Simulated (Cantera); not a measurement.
Charge: 1 mol CF4, 0.092 mol H2, at 0.00210 bar.

These are equilibrium values from Cantera (NASA tables, ideal gas, pure condensed phases), not measurements of a reactor. Candidate condensed phases: C, C6H6, C7H8, C8H18; 95 gas species. Gases not in the tables: C2F6 and larger saturated fluorocarbons. The numbers say what is thermodynamically allowed, not how fast it happens.

x: gas mole fraction; n: condensed amount in mol.

| T (°C) | x F | x CF4 | x CF2 | x HF | x CF | x C3 | x C | x C2 | x H | n C(graphite) |
|---|---|---|---|---|---|---|---|---|---|---|
| 952 | 6.47e-7 | 0.838 | 5.49e-6 | 0.162 | 5.04e-12 | <1e-12 | <1e-12 | <1e-12 | 2.80e-11 | 0.0460 |
| 1102 | 1.92e-5 | 0.838 | 0.000111 | 0.162 | 9.22e-10 | <1e-12 | <1e-12 | <1e-12 | 4.85e-10 | 0.0459 |
| 1252 | 0.000292 | 0.837 | 0.00123 | 0.162 | 6.00e-8 | <1e-12 | <1e-12 | <1e-12 | 4.84e-9 | 0.0453 |
| 1402 | 0.00272 | 0.827 | 0.00876 | 0.161 | 1.83e-6 | <1e-12 | 3.36e-12 | <1e-12 | 3.22e-8 | 0.0415 |
| 1552 | (withheld) | 0.780 | (withheld) | 0.156 | (withheld) | (withheld) | (withheld) | (withheld) | (withheld) | (withheld) |
| 1702 | 0.0953 | 0.643 | 0.114 | 0.141 | 0.000203 | 1.00e-9 | 4.38e-9 | 1.62e-10 | 4.88e-7 | 0 |
| 1852 | (withheld) | (withheld) | (withheld) | (withheld) | (withheld) | (withheld) | (withheld) | (withheld) | (withheld) | 0 |
| 2002 | 0.572 | 0.0422 | 0.307 | 0.0665 | 0.00609 | 1.72e-6 | 1.85e-6 | 2.17e-7 | 4.38e-6 | 0 |
| 2152 | 0.713 | 0.00229 | 0.209 | 0.0560 | 0.0183 | 7.10e-5 | 2.74e-5 | 6.45e-6 | 2.05e-5 | 0.242 |
| 2302 | 0.819 | 0.000102 | 0.0961 | 0.0503 | 0.0334 | 0.000734 | 0.000216 | 6.86e-5 | 8.87e-5 | 0.516 |
| 2452 | 0.852 | 4.55e-6 | 0.0407 | 0.0471 | 0.0523 | 0.00582 | 0.00135 | 0.000560 | 0.000367 | 0.561 |
| 2602 | 0.819 | 2.09e-7 | 0.0162 | 0.0431 | 0.0722 | 0.0369 | 0.00697 | 0.00366 | 0.00137 | 0.106 |
| 2752 | 0.821 | 9.22e-9 | 0.00462 | 0.0386 | 0.0610 | 0.0439 | 0.0186 | 0.00734 | 0.00420 | 0 |
| 2902 | 0.820 | 4.86e-10 | 0.00133 | 0.0310 | 0.0470 | 0.0375 | 0.0409 | 0.0112 | 0.0104 | 0 |

### Question
Complete the blanks.

### Answer

- 1852, x F: 0.346
- 1852, x CF4: 0.324
- 1852, x CF2: 0.217
- 1852, x HF: 0.102
- 1852, x CF: 0.00101
- 1852, x C3: 1.04e-8
- 1852, x C: 6.44e-8
- 1852, x C2: 2.55e-9
- 1852, x H: 1.22e-6
- 1552, x F: 0.0174
- 1552, x CF2: 0.0437
- 1552, x CF: 3.12e-5
- 1552, x C3: 1.16e-10
- 1552, x C: 2.32e-10
- 1552, x C2: 9.58e-12
- 1552, x H: 1.56e-7
- 1552, n C(graphite): 0.0244
